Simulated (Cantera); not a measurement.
Feed: 1 mol SiH4, 0.057 mol HCl, a varied amount of N2, held at 1675 K and 160000 Pa.

Cantera equilibrium calculation (NASA polynomials, part measured and part estimated; ideal gas, pure solids and liquids). Candidate condensed phases: NH4Cl, Si, Si3N4; 28 gas species. Equilibrium is a limit: real reactors are often held back by kinetics, nucleation or transport.

Question: At 4.9 mol N2, list the 4 most abundant gas species with their mole fractions, and the condensed phases.

Answer: N2 0.673, H2 0.318, HCl 0.00904, H 5.18e-5. Condensed: Si3N4(s).
